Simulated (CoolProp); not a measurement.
Vapour-liquid equilibrium of R22 (1) + R115 (2) at 279.2 K; x and y are mole fractions of (1).

Model: multi-fluid Helmholtz-energy mixture model, Kamei 1995 and Lemmon 2016; pair parameters Bell 2016, in CoolProp.

```
x     bubble pressure, mixture model (kPa)  bubble pressure, Raoult's law (kPa)  y, mixture model  y, Raoult's law
----  ------------------------------------  -----------------------------------  ----------------  ---------------
0.05                                 569.1                                534.7                 …            0.056
0.2                                  635.6                                545.6                 …            0.221
0.35                                 664.6                                556.5             0.401            0.380
0.5                                  674.1                                567.3             0.505            0.532
0.65                                     …                                578.2             0.619            0.678
0.8                                  648.5                                589.0                 …            0.820
0.95                                 616.1                                599.9                 …            0.956
```

Task: Complete the blanks.

Result: 
- 0.05, y, mixture model: 0.101
- 0.2, y, mixture model: 0.284
- 0.65, bubble pressure, mixture model (kPa): 668.5
- 0.8, y, mixture model: 0.759
- 0.95, y, mixture model: 0.934

The largest gap from Raoult's law is +19.4 % in bubble pressure, at x = 0.35. y crosses x between x = 0.5 and 0.65: the model has an azeotrope there.

The pair parameters rest on a limited set of measurements; away from them the model extrapolates.
